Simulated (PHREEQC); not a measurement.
A solution holds 0.2 mol HF, 5.6e-05 mol CuSO4 and 0.00025 mol MnSO4 per kg of water, at 20 °C. Closed to the air; pH follows from the charge balance.

Model: ion-association model, wateq4f.dat, run in PHREEQC.

```csv
quantity,before,after
pH,1.97,3.05
ionic strength (mol/kgw),0.0128,0.000928
H2F2 (mol/kgw),0.0375,3.58e-6
F- (mol/kgw),0.00845,0.000913
HF2- (mol/kgw),0.00342,3.60e-6
SI of CuF2:2H2O (CuF2:2H2O),-4.23,-7.92
SI of Chalcanthite (CuSO4:5H2O),-5.77,-9.26
```

**Question.** Name the change that produced these shifts.
A) diluted 100-fold with water
B) MnSO4 replaced by NiSO4 at the same molality
C) diluted 2-fold with water
D) 0.0053 mol/kgw TMAH added
E) MnSO4 from 0.00025 to 2.5e-05 mol/kgw

**Answer.** A, diluted 100-fold with water

No solid was allowed to form. wateq4f.dat counts part of the HF as a dimer, H2F2, which phreeqc.dat doesn't know; its constant is uncertain.
